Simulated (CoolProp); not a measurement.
Model: reference Helmholtz-energy equation of state, Span 2000, in CoolProp.

Q: Give the vapour pressure (kPa), surface tension (mN/m), liquid viscosity (µPa s), vapour viscosity (µPa s) of saturated nitrogen at -165.15 °C.

A: 
| T (°C) | p (kPa) | surface tension (mN/m) | liquid viscosity (µPa s) | vapour viscosity (µPa s) |
|---|---|---|---|---|
| -165.15 | 1300 | 2.59 | 59.6 | 8.35 |

Viscosity comes from a separate model (Lemmon 2004). Surface tension comes from a separate correlation (Mulero 2012).
